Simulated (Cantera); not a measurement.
Feed: 1 mol Hg, 0.53 mol O2, 1.2 mol H2, at 60000 Pa.

Cantera equilibrium calculation (NASA polynomials, part measured and part estimated; ideal gas, pure solids and liquids). Candidate condensed phases: H2O, Hg, HgO; 10 gas species. Kinetics and transport are ignored. All values below are at 1350 K.

Base state: H2O 0.482, Hg 0.455, H2 0.0636 (mole fractions); condensed: gas only.

**Question.** What changes in the equilibrium state with this change: O2 from 0.53 to 0.3 mol?

**Answer.** 
```
species  before  after
-------  ------  -----
Hg        0.455  0.455
H2O       0.482  0.273
H2       0.0636  0.273
```
